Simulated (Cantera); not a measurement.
# Equilibrium for abatement and gas-phase synthesis: H2O + SO2 + N2

Input: 1 mol H2O, 0.0074 mol SO2, 2.2 mol N2, equilibrated at 0.000620 bar.

These are equilibrium values from Cantera (NASA tables, ideal gas, pure condensed phases), not measurements of a reactor. Candidate condensed phases: H2O, H2SO4, S; 35 gas species. Rates play no part.

| T (K) | log p N2 | log p H2O | log p H | log p O | log p H2 | log p OH | log p O2 |
|---|---|---|---|---|---|---|---|
| 923 | -3.37 | -3.71 | -14.48 | <-15 | -9.74 | -11.39 | -10.22 |
| 1073 | -3.37 | -3.71 | -12.09 | -13.31 | -8.48 | -9.75 | -8.82 |
| 1223 | -3.37 | -3.71 | -10.27 | -11.31 | -7.49 | -8.54 | -7.83 |
| 1373 | -3.37 | -3.71 | -8.83 | -9.74 | -6.71 | -7.58 | -7.06 |
| 1523 | -3.37 | -3.72 | -7.68 | -8.48 | -6.08 | -6.82 | -6.45 |
| 1673 | -3.37 | -3.72 | -6.73 | -7.45 | -5.57 | -6.20 | -5.94 |
| 1823 | -3.38 | -3.74 | -5.94 | -6.58 | -5.15 | -5.68 | -5.53 |
| 1973 | -3.38 | -3.77 | -5.28 | -5.86 | -4.81 | -5.26 | -5.18 |
| 2123 | -3.40 | -3.86 | -4.72 | -5.25 | -4.56 | -4.93 | -4.92 |
| 2273 | -3.43 | -4.02 | -4.28 | -4.75 | -4.40 | -4.71 | -4.75 |
| 2423 | -3.48 | -4.36 | -3.95 | -4.37 | -4.39 | -4.64 | -4.71 |
log p: log10 of the partial pressure in bar; nothing condenses.

From 923 K to 2423 K nothing is condensed.
